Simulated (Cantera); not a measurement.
# Ignition delay

Mixture: CH₄ : H₂ : O₂ : N₂ = 1 : 1.2 : 1.37 : 5.15 (molar parts), equivalence ratio 1.9, at 92000 Pa, adiabatic and at constant pressure. Ignition delay is the time to a rise of 400 K.

Detailed kinetics in Cantera: GRI-Mech 3.0 (53 species, 325 reactions). Below about 1000 K GRI-Mech 3.0 lacks low-temperature oxidation paths.

| T0 (K) | delay (ms) |
|---|---|
| 975 | 12.9 |
| 1075 | 3.81 |
| 1175 | 1.50 |
| 1275 | 0.662 |
| 1375 | 0.324 |
| 1475 | 0.174 |
| 1575 | 0.102 |
| 1675 | 0.0642 |
| 1775 | 0.0424 |

```json
{
 "apparent activation energy between 1575 and 1775 K": "100 kJ/mol"
}
```
